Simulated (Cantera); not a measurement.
Feed: 1 mol CH3Cl, 0.11 mol H2, equilibrated at 725 °C and 0.0120 bar.

Equilibrium computed with Cantera from the NASA thermochemical tables; the gas is ideal and each condensed phase is pure. Candidate condensed phases: C, C6H6, C7H8, C8H18; 91 gas species. Kinetics and transport are ignored.

Base state: H2 0.526, HCl 0.474, CH4 0.000323 (mole fractions); condensed: C(graphite).

Problem. What changes in the equilibrium state with this change: temperature from 725 °C to 1650 °C?

Solution. 
```
species             before     after
----------------  --------  --------
H2                   0.526     0.522
HCl                  0.474     0.467
H                  1.43e-8   0.00621
Cl                 1.20e-8   0.00418
C2H2 (acetylene)     <1e-9  0.000236
CH4               0.000323   1.72e-6
C(graphite), mol     0.999     0.999
```
